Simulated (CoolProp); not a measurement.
Vapour-liquid equilibrium of R22 (1) + R134a (2) at 0.255 MPa; x and y are mole fractions of (1).

The numbers come from the multi-fluid Helmholtz-energy mixture model, Kamei 1995 and Tillner-Roth 1994; pair parameters Bell 2016 in CoolProp.

```
x     bubble temperature (K)  y at the bubble point  dew temperature at overall composition x (K)  liquid density (mol/L)
----  ----------------------  ---------------------  --------------------------------------------  ----------------------
0.05                   268.2                  0.089                                         268.7                   12.94
0.15                   265.9                  0.244                                         267.3                     ___
0.25                     ___                  0.375                                         265.8                   13.44
0.35                   262.2                  0.487                                         264.3                     ___
0.45                   260.7                  0.585                                         262.8                   13.96
0.55                     ___                  0.674                                         261.2                   14.22
0.65                   258.0                  0.754                                         259.6                     ___
0.75                   256.8                  0.829                                         258.0                   14.78
0.85                   255.7                  0.899                                         256.5                   15.07
0.95                   254.7                  0.967                                         254.9                   15.38
```

Task: What belongs in the gaps?

Result: 
- 0.15, liquid density (mol/L): 13.19
- 0.25, bubble temperature (K): 264.0
- 0.35, liquid density (mol/L): 13.70
- 0.55, bubble temperature (K): 259.3
- 0.65, liquid density (mol/L): 14.50

No azeotrope shows between x = 0.05 and 0.95.

The pair parameters rest on a limited set of measurements; away from them the model extrapolates.
